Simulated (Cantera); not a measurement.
**Stirred combustor or abatement burner**

A perfectly stirred reactor is fed with CO : H₂ : CH₄ : O₂ : N₂ : CO₂ = 1 : 0.93 : 0.13 : 1.98 : 15.2 : 3 (molar parts), equivalence ratio 0.62, at 0.770 bar; it is adiabatic with a 525 K inlet, and is followed from long to short residence time, starting on the burning branch (τ in s: 0.34, 0.11, 0.034, 0.011, 0.0033, 0.001, 0.00032, 0.0001, 3.2e-05).

Cantera simulation using GRI-Mech 3.0 (53 species, 325 reactions); the numbers are that mechanism's predictions, not measurements.

| τ (s) | T (K) | x CO | x H₂ | x CH₄ | x C₂H | x C₂H₄ |
|---|---|---|---|---|---|---|
| 0.34 | 1308 | 0.000668 | 7.95e-5 | 4.18e-6 | <1e-12 | 3.57e-10 |
| 0.11 | 1301 | 0.00141 | 0.000169 | 8.58e-6 | <1e-12 | 5.47e-10 |
| 0.034 | 1286 | 0.00303 | 0.000369 | 1.85e-5 | <1e-12 | 7.68e-10 |
| 0.011 | 1256 | 0.00626 | 0.000795 | 4.16e-5 | <1e-12 | 1.29e-9 |
| 0.0033 | 1181 | 0.0145 | 0.00218 | 0.000142 | <1e-12 | 5.60e-9 |
| 0.0010 | 525 | 0.0450 | 0.0418 | 0.00585 | <1e-12 | <1e-12 |
| 0.00032 | 525 | 0.0450 | 0.0418 | 0.00585 | <1e-12 | <1e-12 |
| 0.00010 | 525 | 0.0450 | 0.0418 | 0.00585 | <1e-12 | <1e-12 |
| 3.2e-5 | 525 | 0.0450 | 0.0418 | 0.00585 | <1e-12 | <1e-12 |
x: mole fraction; the columns are a selection and need not sum to one.
